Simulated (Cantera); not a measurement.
Cantera run, input and output.

```python
import numpy as np
import cantera as ct

gas = ct.Solution("gri30.yaml")
gas.TPX = 1673, 280000, {'H2': 1, 'O2': 0.417, 'N2': 3.38, 'NO': 0.009}
reactor = ct.IdealGasReactor(gas, energy="on", clone=False)
net = ct.ReactorNet([reactor])
net.rtol, net.atol = 1e-08, 1e-16
show = ['H2', 'O2', 'NO', 'H', 'OH']
times = np.geomspace(1e-06, 1, 14)

steps = ct.SolutionArray(gas, extra=["t"])
rows = []
print(f"{'t/s':>10s}{'T/K':>9s}{'P/Pa':>11s}" + "".join(f"{s:>11s}" for s in show))
for t in times:
    while net.time < t:
        t_next = net.step()
        steps.append(gas.state, t=t_next)
    rows.append([np.interp(t, steps.t, y) for y in (steps.T, steps.P, *steps(*show).X.T)])
    print(f"{t:10.3e}{rows[-1][0]:9.1f}{rows[-1][1]:11.4g}" + "".join(f"{x:11.3e}" for x in rows[-1][2:]))
rate = np.gradient(steps.T, steps.t)
print("integrator steps:", len(steps.t))
if steps.T.max() > steps.T[0] + 200:
    print(f"time of steepest temperature rise: {steps.t[rate.argmax()]:.4e} s")
gas.TPX = 1673, 280000, {'H2': 1, 'O2': 0.417, 'N2': 3.38, 'NO': 0.009}
gas.equilibrate("UV")
print(f"equilibrium (UV): T = {gas.T:.1f} K  " + "  ".join(f"{s} {gas[s].X[0]:.3e}" for s in show))
```

It prints:

```
       t/s      T/K       P/Pa         H2         O2         NO          H         OH
 1.000e-06   1673.0    2.8e+05  2.081e-01  8.676e-02  1.873e-03  8.708e-06  1.134e-06
 2.894e-06   1674.8  2.803e+05  2.055e-01  8.567e-02  1.871e-03  1.475e-03  1.982e-04
 8.377e-06   2240.2  3.633e+05  5.395e-02  1.163e-02  1.974e-03  5.090e-02  1.767e-02
 2.424e-05   2729.4  4.288e+05  4.957e-02  5.156e-03  2.204e-03  1.952e-02  1.599e-02
 7.017e-05   2882.3  4.482e+05  4.593e-02  2.813e-03  2.676e-03  1.149e-02  1.252e-02
 2.031e-04   2884.5  4.484e+05  4.620e-02  2.610e-03  3.505e-03  1.116e-02  1.212e-02
 5.878e-04   2881.3  4.479e+05  4.661e-02  2.501e-03  4.271e-03  1.110e-02  1.190e-02
 1.701e-03   2880.8  4.479e+05  4.667e-02  2.485e-03  4.389e-03  1.109e-02  1.187e-02
 4.924e-03   2880.8  4.479e+05  4.667e-02  2.485e-03  4.389e-03  1.109e-02  1.187e-02
 1.425e-02   2880.8  4.479e+05  4.667e-02  2.485e-03  4.389e-03  1.109e-02  1.187e-02
 4.125e-02   2880.8  4.479e+05  4.667e-02  2.485e-03  4.389e-03  1.109e-02  1.187e-02
 1.194e-01   2880.8  4.479e+05  4.667e-02  2.485e-03  4.389e-03  1.109e-02  1.187e-02
 3.455e-01   2880.8  4.479e+05  4.667e-02  2.485e-03  4.389e-03  1.109e-02  1.187e-02
 1.000e+00   2880.8  4.479e+05  4.667e-02  2.485e-03  4.389e-03  1.109e-02  1.187e-02
integrator steps: 1139
time of steepest temperature rise: 4.6769e-06 s
equilibrium (UV): T = 2880.8 K  H2 4.667e-02  O2 2.485e-03  NO 4.389e-03  H 1.109e-02  OH 1.187e-02
```

Model: GRI-Mech 3.0 (53 species, 325 reactions), integrated in Cantera. The hydrogen kinetics of GRI-Mech 3.0 are dated; newer H2 mechanisms differ, most at raised pressure.
